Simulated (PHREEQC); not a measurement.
Na2SO4 is added in steps, without added water, to 1 kg of water holding 180 mmol/kgw KBr, 99 mmol/kgw Na2HPO4 and 5 mmol/kgw NaCl, at 25 °C. O2 is buffered at 0.21 atm. The system is closed to CO2. Only these solids could form: Halite, Sylvite.

Base run: PHREEQC, ion-association model, phreeqc.dat. Each further column changes one thing. The table gives pH.

| Na2SO4 added (mol) | base | database wateq4f.dat | Davies equation for every ion |
|---|---|---|---|
| 0 | 9.02 | 9.11 | 9.22 |
| 0.061 | 8.97 | 9.07 | 9.23 |
| 0.122 | 8.93 | 9.04 | 9.25 |
| 0.2135 | 8.89 | 9.00 | 9.29 |
| 0.2745 | 8.86 | 8.98 | 9.31 |
| 0.3355 | 8.84 | 8.97 | 9.34 |
| 0.3965 | 8.82 | 8.95 | 9.36 |
| 0.488 | 8.80 | 8.94 | 9.40 |
| 0.549 | 8.79 | 8.93 | 9.42 |
| 0.61 | 8.77 | 8.92 | 9.44 |

The ionic strength passes 0.7 mol/kgw, the rough limit of the ion-association models, in part of: base; database wateq4f.dat; Davies equation for every ion. H3PO4, which wateq4f.dat lacks, is added to it with the constant of phreeqc.dat. phreeqc.dat and wateq4f.dat share most of their constants, so their agreement is no independent check. Solids allowed in the column 'database wateq4f.dat': Halite, Mirabilite.
